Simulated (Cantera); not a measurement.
Input (Python, Cantera) and output of one run.

```python
import numpy as np
import cantera as ct

gas_names = """
    B BH BH2 BH3 BN BO BO2 B2 B2O B2O2 B2O3 B3O3H3 H HBO HBO2 HNO HNO2 HNO3 HO2 H2 H2O H2O2 H3B3O6 N NH
    NH2 NH3 NH2OH NO NO2 NO3 N2 N2H2 N2H4 N2O O OH O2 O3
""".split()
cond_names = """
    B(b) B(L) BN(s) B2O3(L) B3O3H3(cr) H2O(s) H2O(L)
""".split()


# ... load() reads the species with a 1 bar reference pressure and builds the phases ...
atoms = {
    'borazine': {'B': 3, 'N': 3, 'H': 6},
    'H2O': {'H': 2, 'O': 1},
    'N2': {'N': 2},
}
top_T = {'BN(s)': 3200}  # K; cautious upper limits of use, not melting points


# ... equilibrate(T, P, feed) seeds the gas with the atoms and calls Mixture.equilibrate('TP', solver="vcs", rtol=1e-11, max_steps=5000) ...
results = []
feed = {'borazine': 1, 'H2O': 0.066, 'N2': 4.8}  # mol
P = 30  # Pa
for T in [825, 925, 1025, 1125, 1225, 1325, 1425, 1525, 1625]:
    mix = equilibrate(T, P, feed)
    results.append((T, P, feed, dict(zip(mix.species_names, mix.species_moles))))

top = {s: max(r[3][s] / sum(r[3][g] for g in gas_names) for r in results) for s in gas_names}
cols = sorted((s for s in top if top[s] > 0.0001), key=lambda s: -top[s])[:9]
seen = [c for c in cond_names if any(r[3].get(c, 0) > 1e-12 for r in results)]
print("log10 of partial pressures in bar; condensed amounts in mol")
print(f"{'T/K':>10s}" + "".join(f"{s[:9]:>10s}" for s in cols + seen))
for T, P, feed, n in results:
    ng = sum(n[g] for g in gas_names)
    print(f"{T:10.4g}" + "".join(f"{np.log10(max(n[s] / ng * P / 1e5, 1e-99)):10.3f}" for s in cols)
          + "".join(f"{n.get(c, 0):10.4g}" for c in seen))
```

It prints:

```
log10 of partial pressures in bar; condensed amounts in mol
       T/K        N2        H2       HBO         H      HBO2        BO      B2O3      B2O2       H2O     BN(s)   B2O3(L)
       825    -3.737    -3.933   -13.481   -13.067   -10.118   -20.522   -15.921   -20.673    -7.174     2.957   0.02141
       925    -3.737    -3.933   -11.460   -11.551    -8.913   -17.134   -13.166   -16.994    -7.182     2.957    0.0214
      1025    -3.737    -3.934    -9.842   -10.328    -7.958   -14.418   -10.968   -14.048    -7.196     2.957   0.02125
      1125    -3.737    -3.934    -8.519    -9.319    -7.184   -12.193    -9.176   -11.638    -7.215     2.958   0.02027
      1225    -3.737    -3.934    -7.419    -8.473    -6.546   -10.339    -7.689    -9.632    -7.235     2.959   0.01563
      1325    -3.738    -3.936    -6.553    -7.755    -6.140    -8.834    -6.627    -8.064    -7.321     2.961         0
      1425    -3.738    -3.937    -6.105    -7.135    -6.381    -7.837    -6.601    -7.308    -7.689     2.952         0
      1525    -3.738    -3.939    -5.831    -6.596    -6.818    -7.087    -6.917    -6.879    -8.122     2.941         0
      1625    -3.739    -3.941    -5.746    -6.122    -7.510    -6.585    -7.657    -6.814    -8.657     2.935         0
```

Equilibrium computed with Cantera from the NASA thermochemical tables; the gas is ideal and each condensed phase is pure. The feed counts by its element totals alone. Mutual solubility and eutectic melting of coexisting phases are not modelled.
